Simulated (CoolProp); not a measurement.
Properties of R141b along the isotherm 452.4 K (Tc = 477.5 K, pc = 4.212 MPa, ω = 0.220).

Model: reference Helmholtz-energy equation of state, Lemmon 2006, in CoolProp. It is a short technical equation, of lower accuracy than the large ones.

| p (MPa) | phase | speed of sound (m/s) | expansivity (1/kK) | fugacity coefficient |
|---|---|---|---|---|
| 0.0666 | gas | 185.5 | 2.256 | 0.9939 |
| 0.112 | gas | 184.8 | 2.288 | 0.9897 |
| 0.19 | gas | 183.7 | 2.346 | 0.9825 |
| 0.32 | gas | 181.7 | 2.447 | 0.9705 |
| 0.54 | gas | 178.2 | 2.639 | 0.9503 |
| 0.912 | gas | 171.9 | 3.036 | 0.9161 |
| 1.54 | gas | 159.5 | 4.040 | 0.8583 |
| 2.6 | gas | 130.0 | 9.088 | 0.7582 |
| 4.38 | liquid | 294.1 | 5.542 | 0.5092 |
| 7.39 | liquid | 359.0 | 3.799 | 0.3360 |
| 12.5 | liquid | 433.7 | 2.741 | 0.2362 |
| 21.1 | liquid | 522.2 | 2.031 | 0.1843 |
